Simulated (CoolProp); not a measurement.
Octamethyltrisiloxane (MDM) at several states: Z from the reference equation and from simpler models built on Tc = 565.4 K, pc = 1.438 MPa, ω = 0.528; each cubic takes its own stable root.

Computed with CoolProp (reference Helmholtz-energy equation of state, Thol 2017).

```json
[
 {"T (K)": "502.3", "p (MPa)": "0.161", "phase": "gas", "reference": "0.9379", "van der Waals": "0.9541", "Redlich-Kwong": "0.9443", "Peng-Robinson": "0.9336"},
 {"T (K)": "488", "p (MPa)": "0.0579", "phase": "gas", "reference": "0.9760", "van der Waals": "0.9828", "Redlich-Kwong": "0.9788", "Peng-Robinson": "0.9744"},
 {"T (K)": "537.2", "p (MPa)": "0.27", "phase": "gas", "reference": "0.9181", "van der Waals": "0.9331", "Redlich-Kwong": "0.9218", "Peng-Robinson": "0.9103"},
 {"T (K)": "327.6", "p (MPa)": "0.0926", "phase": "liquid", "reference": "0.01024", "van der Waals": "0.9280", "Redlich-Kwong": "0.01205", "Peng-Robinson": "0.01008"}
]
```

At some of these states van der Waals gives the other phase, because its saturation line lies elsewhere.
